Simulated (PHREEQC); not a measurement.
Make-up at 25 °C: 0.021 mol FeSO4, 0.225 mol CaCl2 and 0.00016 mol NaH2PO4 per kg of water. Closed to the air; pH follows from the charge balance.

Equilibrium calculation in PHREEQC: ion-association model, wateq4f.dat.

The ionic strength comes out as 0.701 mol/kgw. What activity coefficients do H+, SO4-2, FeH2PO4+, FeCl+, Ca+2 get?

H+ 0.75, SO4-2 0.18, FeH2PO4+ 0.67, FeCl+ 0.66, Ca+2 0.25.

Precipitation was switched off in this run. Saturation is exceeded, for instance for Gypsum, Vivianite; the values hold only as long as no solid forms. The ionic strength is past about 0.7 mol/kgw, beyond the range of this activity model, so the values are rough. Species that the database lacks are ignored. H3PO4, which wateq4f.dat lacks, is added to it with the constant of phreeqc.dat.
